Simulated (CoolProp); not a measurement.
A single-stage vapour-compression cycle with sulfur dioxide: evaporating at 270.15 K (dew point), condensing at 319.15 K (bubble point), superheat 10 K, subcooling 5 K, compressor efficiency 0.6, no pressure losses. Each further row changes one setting.

The numbers come from the reference Helmholtz-energy equation of state, Gao 2016 in CoolProp.

| case | cooling COP | pressure ratio | discharge temperature (K) | refrigerating effect (kJ/kg) | volumetric capacity (kJ/m³) |
|---|---|---|---|---|---|
| as stated | 2.76 | 5.47 | 462.0 | 329 | 1280 |
| evaporating temperature 275.15 K | 3.19 | 4.46 | 444.4 | 331 | 1560 |
| condensing temperature 314.15 K | 3.13 | 4.73 | 444.8 | 336 | 1310 |
| subcooling 10 K | 2.82 | 5.47 | 462.0 | 336 | 1310 |
| superheat 20 K | 2.71 | 5.47 | 477.1 | 335 | 1250 |
| compressor efficiency 0.5 | 2.30 | 5.47 | 494.1 | 329 | 1280 |
